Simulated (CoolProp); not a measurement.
Saturation properties of n-butane.

Computed with CoolProp (reference Helmholtz-energy equation of state, Bücker 2006).

```tsv
T (°C)	p (bar)	enthalpy of vaporisation (kJ/kg)	vapour Z	vapour viscosity (µPa s)
21.45	2.175	365.1	0.9298	7.30
32.75	3.075	353.4	(withheld)	7.59
44.05	(withheld)	340.8	0.8889	7.90
55.35	5.686	327.2	0.8638	8.23
66.65	(withheld)	312.4	0.8353	8.59
77.95	9.673	296.0	0.8029	9.00
89.25	12.30	(withheld)	0.7662	9.48
100.55	15.42	257.2	0.7242	10.0
```

**Question.** Fill in the missing entries.

**Answer.** 
- 32.75, vapour Z: 0.9109
- 44.05, p (bar): 4.231
- 66.65, p (bar): 7.485
- 89.25, enthalpy of vaporisation (kJ/kg): 277.8

It boils at -0.5 °C under 1 atm.

Viscosity comes from a separate model (Vogel 1999).
